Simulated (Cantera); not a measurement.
A perfectly stirred reactor is fed with CO : O2 : H2O : N2 = 0.025 : 0.042 : 0.095 : 1 (molar parts), at 9.87 atm; it is held at 1300 K, and followed from long to short residence time.

Model: GRI-Mech 3.0 (53 species, 325 reactions), integrated in Cantera.

x: mole fraction; the columns are a selection and need not sum to one.

| τ (s) | x CO | x O2 | x H2O | x H2 | x NO2 | x H2O2 |
|---|---|---|---|---|---|---|
| 19 | 1.28e-5 | 0.0257 | 0.0826 | 2.50e-7 | 5.26e-10 | 2.84e-9 |
| 8.1 | 2.98e-5 | 0.0257 | 0.0826 | 5.61e-7 | 7.38e-10 | 3.69e-9 |
| 3.4 | 6.93e-5 | 0.0257 | 0.0826 | 1.27e-6 | 1.34e-9 | 5.85e-9 |
| 1.4 | … | 0.0257 | 0.0826 | … | … | … |
| 0.60 | 0.000335 | 0.0258 | 0.0826 | 5.73e-6 | 5.07e-9 | 2.46e-8 |
| 0.25 | 0.000683 | 0.0260 | 0.0826 | 1.11e-5 | 8.01e-9 | 5.71e-8 |
| 0.11 | 0.00126 | 0.0263 | 0.0826 | 1.96e-5 | 9.89e-9 | 1.25e-7 |
| 0.044 | 0.00237 | 0.0268 | 0.0825 | 3.46e-5 | 9.51e-9 | 2.84e-7 |
| 0.018 | 0.00413 | 0.0277 | 0.0824 | 5.68e-5 | 7.02e-9 | 5.88e-7 |
| 0.0077 | … | 0.0289 | 0.0823 | … | … | … |

**Question.** Complete the blanks.

**Answer.** 
- 1.4, x CO: 0.000159
- 1.4, x H2: 2.82e-6
- 1.4, x NO2: 2.74e-9
- 1.4, x H2O2: 1.14e-8
- 0.0077, x CO: 0.00665
- 0.0077, x H2: 8.49e-5
- 0.0077, x NO2: 4.29e-9
- 0.0077, x H2O2: 1.07e-6
